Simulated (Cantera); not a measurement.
Cantera with NASA thermochemical tables; ideal gases at 1 bar, condensed phases pure. Values are per mole of reaction as written; species without (g) are pure solids or liquids, kept so even where they would boil at 1 bar.

Question: Between 350 and 475 K, where is each reaction favourable under standard conditions?
- 0.6667 Al + Cl₂(g) = 0.3333 Al₂Cl₆(g)
- 2 Li + Cl₂(g) = 2 LiCl(g)
- 0.6667 Ti + Cl₂(g) = 0.6667 TiCl₃(g)

Answer: 
- 0.6667 Al + Cl₂(g) = 0.3333 Al₂Cl₆(g): ΔG° is -403 kJ at 350 K and -392 kJ at 475 K; it stays negative (K > 1). ΔH° is -431 kJ and ΔS° -82 J/K at 475 K.
- 2 Li + Cl₂(g) = 2 LiCl(g): ΔG° is -442 kJ at 350 K and -459 kJ at 475 K; it stays negative (K > 1). ΔH° is -401 kJ and ΔS° 122 J/K at 475 K.
- 0.6667 Ti + Cl₂(g) = 0.6667 TiCl₃(g): ΔG° is -348 kJ at 350 K and -344 kJ at 475 K; it stays negative (K > 1). ΔH° is -360 kJ and ΔS° -33 J/K at 475 K.
